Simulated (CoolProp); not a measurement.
A single-stage vapour-compression cycle with R143a: evaporating at 282.15 K (dew point), condensing at 332.15 K (bubble point), superheat 8 K, subcooling 5 K, compressor efficiency 0.85, no pressure losses. Each further row changes one setting.

The numbers come from the reference Helmholtz-energy equation of state, Lemmon and Jacobsen 2000 in CoolProp.

```json
[
 {"case": "as stated", "cooling COP": "3.21", "pressure ratio": "3.46", "discharge temperature (K)": "350.6", "refrigerating effect (kJ/kg)": "110", "volumetric capacity (kJ/m³)": "3760"},
 {"case": "evaporating temperature 287.15 K", "cooling COP": "3.74", "pressure ratio": "3.00", "discharge temperature (K)": "349.5", "refrigerating effect (kJ/kg)": "113", "volumetric capacity (kJ/m³)": "4450"},
 {"case": "condensing temperature 327.15 K", "cooling COP": "3.82", "pressure ratio": "3.10", "discharge temperature (K)": "344.6", "refrigerating effect (kJ/kg)": "120", "volumetric capacity (kJ/m³)": "4090"},
 {"case": "subcooling 10 K", "cooling COP": "3.51", "pressure ratio": "3.46", "discharge temperature (K)": "350.6", "refrigerating effect (kJ/kg)": "121", "volumetric capacity (kJ/m³)": "4110"},
 {"case": "superheat 18 K", "cooling COP": "3.30", "pressure ratio": "3.46", "discharge temperature (K)": "359.6", "refrigerating effect (kJ/kg)": "122", "volumetric capacity (kJ/m³)": "3900"},
 {"case": "compressor efficiency 0.75", "cooling COP": "2.83", "pressure ratio": "3.46", "discharge temperature (K)": "353.5", "refrigerating effect (kJ/kg)": "110", "volumetric capacity (kJ/m³)": "3760"}
]
```
